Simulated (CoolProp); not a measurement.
Vapour-liquid equilibrium of R22 (1) + acetone (2) at 329.8 K; x and y are mole fractions of (1).

Values from CoolProp's multi-fluid Helmholtz-energy mixture model, Kamei 1995 and Lemmon 2006; pair parameters Bell 2016.

```json
[
 {"x": "0.05", "bubble pressure, mixture model (MPa)": "0.1886", "bubble pressure, Raoult's law (MPa)": "0.2110", "y, mixture model": "…", "y, Raoult's law": "0.535"},
 {"x": "0.125", "bubble pressure, mixture model (MPa)": "0.2872", "bubble pressure, Raoult's law (MPa)": "0.3724", "y, mixture model": "…", "y, Raoult's law": "0.757"},
 {"x": "0.2", "bubble pressure, mixture model (MPa)": "0.3709", "bubble pressure, Raoult's law (MPa)": "0.5339", "y, mixture model": "0.745", "y, Raoult's law": "0.845"},
 {"x": "0.275", "bubble pressure, mixture model (MPa)": "0.4540", "bubble pressure, Raoult's law (MPa)": "0.6953", "y, mixture model": "0.802", "y, Raoult's law": "0.892"},
 {"x": "0.35", "bubble pressure, mixture model (MPa)": "0.5460", "bubble pressure, Raoult's law (MPa)": "0.8568", "y, mixture model": "0.846", "y, Raoult's law": "0.922"},
 {"x": "0.425", "bubble pressure, mixture model (MPa)": "0.6539", "bubble pressure, Raoult's law (MPa)": "1.018", "y, mixture model": "0.883", "y, Raoult's law": "0.942"},
 {"x": "0.5", "bubble pressure, mixture model (MPa)": "0.7836", "bubble pressure, Raoult's law (MPa)": "1.180", "y, mixture model": "0.913", "y, Raoult's law": "0.956"},
 {"x": "0.575", "bubble pressure, mixture model (MPa)": "…", "bubble pressure, Raoult's law (MPa)": "1.341", "y, mixture model": "0.938", "y, Raoult's law": "0.967"},
 {"x": "0.65", "bubble pressure, mixture model (MPa)": "1.126", "bubble pressure, Raoult's law (MPa)": "1.503", "y, mixture model": "0.958", "y, Raoult's law": "0.976"},
 {"x": "0.725", "bubble pressure, mixture model (MPa)": "1.341", "bubble pressure, Raoult's law (MPa)": "1.664", "y, mixture model": "0.973", "y, Raoult's law": "0.983"},
 {"x": "0.8", "bubble pressure, mixture model (MPa)": "1.581", "bubble pressure, Raoult's law (MPa)": "1.826", "y, mixture model": "0.984", "y, Raoult's law": "0.989"},
 {"x": "0.875", "bubble pressure, mixture model (MPa)": "1.835", "bubble pressure, Raoult's law (MPa)": "1.987", "y, mixture model": "0.991", "y, Raoult's law": "0.993"},
 {"x": "0.95", "bubble pressure, mixture model (MPa)": "2.089", "bubble pressure, Raoult's law (MPa)": "2.148", "y, mixture model": "0.997", "y, Raoult's law": "0.998"}
]
```

**Question.** Fill in the missing entries.

**Answer.** 
- 0.05, y, mixture model: 0.461
- 0.125, y, mixture model: 0.657
- 0.575, bubble pressure, mixture model (MPa): 0.9400

The largest gap from Raoult's law is -36.3 % in bubble pressure, at x = 0.35. No azeotrope shows between x = 0.05 and 0.95.

The pair parameters rest on a limited set of measurements; away from them the model extrapolates.
